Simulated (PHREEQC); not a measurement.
Na2SO4 is added in steps, without added water, to 1 kg of water holding 0.077 mol FeSO4, 0.004 mol H3AsO4 and 0.00038 mol HCl, at 52 °C. The system is closed to oxygen. No CO2 enters from the air. Solids allowed: Halite, Mirabilite, Melanterite. Others were left out.

Base run: PHREEQC, ion-association model, wateq4f.dat. Each further column changes one thing. The table gives pH.

```json
[
 {"Na2SO4 added (mol)": "0", "base": "3.06", "Debye-Hückel limiting law": "2.99", "all activity coefficients set to 1": "3.04", "Davies equation for every ion": "3.08"},
 {"Na2SO4 added (mol)": "0.01875", "base": "3.13", "Debye-Hückel limiting law": "3.01", "all activity coefficients set to 1": "[?]", "Davies equation for every ion": "3.14"},
 {"Na2SO4 added (mol)": "0.0375", "base": "3.18", "Debye-Hückel limiting law": "3.02", "all activity coefficients set to 1": "3.27", "Davies equation for every ion": "3.20"},
 {"Na2SO4 added (mol)": "0.05625", "base": "3.22", "Debye-Hückel limiting law": "3.03", "all activity coefficients set to 1": "3.34", "Davies equation for every ion": "3.24"},
 {"Na2SO4 added (mol)": "0.075", "base": "3.26", "Debye-Hückel limiting law": "3.03", "all activity coefficients set to 1": "3.40", "Davies equation for every ion": "3.28"},
 {"Na2SO4 added (mol)": "0.09375", "base": "3.29", "Debye-Hückel limiting law": "3.04", "all activity coefficients set to 1": "3.44", "Davies equation for every ion": "3.32"},
 {"Na2SO4 added (mol)": "0.1125", "base": "3.31", "Debye-Hückel limiting law": "3.04", "all activity coefficients set to 1": "[?]", "Davies equation for every ion": "3.35"},
 {"Na2SO4 added (mol)": "0.1313", "base": "3.34", "Debye-Hückel limiting law": "3.05", "all activity coefficients set to 1": "[?]", "Davies equation for every ion": "3.38"},
 {"Na2SO4 added (mol)": "0.15", "base": "3.36", "Debye-Hückel limiting law": "3.05", "all activity coefficients set to 1": "[?]", "Davies equation for every ion": "3.40"}
]
```

What belongs in the gaps?


- 0.01875, all activity coefficients set to 1: 3.17
- 0.1125, all activity coefficients set to 1: 3.48
- 0.1313, all activity coefficients set to 1: 3.51
- 0.15, all activity coefficients set to 1: 3.53

Constants without temperature data keep their 25 °C values here. The ionic strength passes 0.7 mol/kgw, the rough limit of the ion-association models, in part of: Debye-Hückel limiting law.
